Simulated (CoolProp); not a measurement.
The fluid at 311.64 K and 0.282 MPa flows at 0.12 m/s in a round tube of 25 mm bore and 1.5 µm roughness, fully developed (64/Re and Nu = 3.66 if laminar; Colebrook and Gnielinski if turbulent). The same conditions are run with several fluids, on thermodynamics alone (safety and materials aside).

Computed with CoolProp (reference Helmholtz-energy equation of state of each fluid (n-pentane: Thol 2019; R11: Jacobsen 1992; n-heptane: Span 2003; methanol: de Reuck 1993)).

### Question
Rank n-pentane, R11, n-heptane, methanol by Reynolds number, highest first.

### Answer
n-pentane (11600), R11 (11400), n-heptane (5910), methanol (5150)

```csv
fluid,Darcy friction factor,pressure drop (Pa/m),heat-transfer coefficient (W/(m² K)),mass flow (kg/h)
n-pentane,0.0298,5.22,294,129
R11,0.0299,12.5,239,306
n-heptane,0.0357,6.88,218,142
methanol,0.0372,8.28,305,164
```

Transport values come from each fluid's own correlations; those of n-pentane, R11 are estimates that may be off by 10 % or more.
